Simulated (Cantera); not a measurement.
Feed: 1 mol FeCl₃, 1.3 mol HCl, a varied amount of H₂, equilibrated at 1750 K and 0.100 bar.

Cantera equilibrium calculation (NASA polynomials, part measured and part estimated; ideal gas, pure solids and liquids). Candidate condensed phases: Fe, FeCl₂, FeCl₃; 11 gas species. Kinetics and transport are ignored.

Task: Which condensed phases are stable at each of these points (n(H₂) (mol)): 0.22, 0.47, 0.98, 2.1, 4.3, 9.1, 19?

Result: 
| n(H₂) (mol) | condensed phases | Fe condensed (%) |
|---|---|---|
| 0.22 | gas only | 0.0 |
| 0.47 | gas only | 0.0 |
| 0.98 | gas only | 0.0 |
| 2.1 | gas only | 0.0 |
| 4.3 | gas only | 0.0 |
| 9.1 | Fe(δ) | 14.1 |
| 19 | Fe(δ) | 41.1 |

From 0.22 mol H₂ to 4.3 mol H₂ nothing is condensed. From 9.1 mol H₂ to 19 mol H₂ the condensed part is Fe(δ).
